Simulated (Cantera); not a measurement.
**Pb + N2 + O2 (iron carbonyl, mercury and lead vapours)**

Feed: 1 mol Pb, 72 mol N2, 0.053 mol O2, equilibrated at 775 K and 1 atm.

These are equilibrium values from Cantera (NASA tables, ideal gas, pure condensed phases), not measurements of a reactor. Candidate condensed phases: Pb, PbO, PbO2, Pb3O4; 12 gas species. Rates play no part.

```
Property                                Result
-----------------------------------  ---------
x(N2)                                     1.00
n(Pb(l))                             0.894 mol
n(PbO(yellow))                       0.106 mol
gas amount                           72.00 mol
log10 activity of Pb3O4(s) (absent)     -10.04
log10 activity of PbO2(s) (absent)      -10.87
```
